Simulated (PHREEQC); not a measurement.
A solution holds 0.045 mol CuSO4, 0.17 mol HCl and 0.012 mol Na2SO4 per kg of water, at 20 °C. Closed to the air; pH follows from the charge balance.

Equilibrium calculation in PHREEQC: ion-association model, phreeqc.dat.

No solid was allowed to form.

**Question.** What pH does the model give?

**Answer.** pH 0.98.

**Question.** In which forms is Na present?

**Answer.** Na+ 98 %, NaSO4- 1.5 % of the Na.
